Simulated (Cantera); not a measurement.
**AlCl3 + NH3 + N2 (aluminium nitride and oxide growth)**

A closed system holds: 1 mol AlCl3, 0.4 mol NH3, 22 mol N2, equilibrated at 19.0 Pa.

Cantera equilibrium calculation (NASA polynomials, part measured and part estimated; ideal gas, pure solids and liquids). Candidate condensed phases: Al, AlCl3, AlN, NH4Cl; 20 gas species. The tables' values for AlCl2 are old estimates; treat these amounts as uncertain. The numbers say what is thermodynamically allowed, not how fast it happens.

| T (°C) | log p N2 | log p HCl | log p AlCl3 | log p AlCl | log p H2 | log p Cl |
|---|---|---|---|---|---|---|
| 1077 | -3.76 | -5.39 | -5.26 | -5.79 | -5.57 | -8.31 |
| 1102 | -3.76 | -5.34 | -5.29 | -5.73 | -5.61 | -8.08 |
| 1127 | -3.76 | -5.29 | -5.32 | -5.68 | -5.67 | -7.85 |
| 1152 | -3.76 | -5.25 | -5.34 | -5.63 | -5.72 | -7.64 |
| 1177 | -3.76 | -5.21 | -5.38 | -5.59 | -5.79 | -7.43 |
| 1202 | -3.76 | -5.18 | -5.41 | -5.55 | -5.86 | -7.22 |
| 1227 | -3.76 | -5.15 | -5.44 | -5.52 | -5.94 | -7.03 |
| 1252 | -3.76 | -5.13 | -5.47 | -5.50 | -6.03 | -6.83 |
| 1277 | -3.76 | -5.11 | -5.50 | -5.47 | -6.12 | -6.65 |
| 1302 | -3.76 | -5.09 | -5.53 | -5.45 | -6.21 | -6.47 |
| 1327 | -3.76 | -5.08 | -5.57 | -5.43 | -6.31 | -6.29 |
| 1352 | -3.76 | -5.07 | -5.61 | -5.41 | -6.40 | -6.13 |
| 1377 | -3.76 | -5.07 | -5.65 | -5.38 | -6.48 | -5.97 |
| 1402 | -3.77 | -5.06 | -5.71 | -5.36 | -6.55 | -5.83 |
log p: log10 of the partial pressure in bar; nothing condenses.

From 1077 °C to 1402 °C nothing is condensed. The main Al-bearing gas is AlCl3 at 1077 °C and AlCl at 1402 °C.
